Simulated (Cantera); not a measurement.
Cantera run:

```python
import numpy as np
import cantera as ct

gas_names = """
    N H H2O2
""".split()
cond_names = """
    ZrO2(a) ZrO2(b) ZrO2(L) ZrN(s) ZrN(L)
""".split()


def load(file, names, dense=False):
    # The tables refer to 1 bar. Condensed volumes are neglected.
    table = {s.name: s for s in ct.Species.list_from_file(file)}
    out = []
    for n in names:
        d = dict(table[n].input_data)
        d["thermo"] = dict(d["thermo"], **{"reference-pressure": 1e5})
        if dense:
            d["equation-of-state"] = {"model": "constant-volume", "density": "1e6 g/cm^3"}
        out.append(ct.Species.from_dict(d))
    return out


species = {s.name: s for s in load("nasa_gas.yaml", gas_names) + load("nasa_condensed.yaml", cond_names)}
# Each term lists the table entries of one substance; the one whose range holds T is used.
reactions = {
    'N(g) + ZrO2 + 2 H(g) = ZrN + H2O2(g)':
        [(-1, ['N']), (-1, ['ZrO2(a)', 'ZrO2(b)', 'ZrO2(L)']), (-2, ['H']), (1, ['ZrN(s)', 'ZrN(L)']), (1, ['H2O2'])],
}


def pick(names, T):
    return next(species[n] for n in names if species[n].thermo.min_temp <= T <= species[n].thermo.max_temp)


results = []
for label, terms in reactions.items():
    print(label)
    print("     T/K   dH/kJ  dS/(J/K)   dG/kJ   log10 K")
    for T in [600, 700, 800, 900, 1000, 1100, 1200, 1300, 1400, 1500]:
        used = [(nu, pick(names, T)) for nu, names in terms]
        dH = sum(nu * s.thermo.h(T) for nu, s in used) / 1e6
        dS = sum(nu * s.thermo.s(T) for nu, s in used) / 1e3
        dG = dH - T * dS / 1e3
        logK = -dG * 1e6 / (ct.gas_constant * T * np.log(10))
        results.append((label, T, dH, dS, dG, logK, [s.name for _, s in used]))
        print(f"{T:8g} {dH:8.1f} {dS:8.1f} {dG:8.1f} {logK:8.2f}")
```

Output:

```
N(g) + ZrO2 + 2 H(g) = ZrN + H2O2(g)
     T/K   dH/kJ  dS/(J/K)   dG/kJ   log10 K
     600   -323.0   -183.6   -212.8    18.53
     700   -325.9   -188.1   -194.2    14.49
     800   -328.6   -191.7   -175.3    11.44
     900   -331.2   -194.7   -155.9     9.05
    1000   -333.6   -197.2   -136.3     7.12
    1100   -335.8   -199.3   -116.5     5.53
    1200   -337.9   -201.2    -96.5     4.20
    1300   -339.8   -202.7    -76.3     3.06
    1400   -341.6   -204.1    -55.9     2.09
    1500   -349.2   -209.2    -35.4     1.23
```

Standard-state values (1 bar) from the NASA 1993 polynomials, evaluated with Cantera. ZrN: taken at fixed stoichiometry. Condensed species are held in their standard states even where they would react or evaporate.
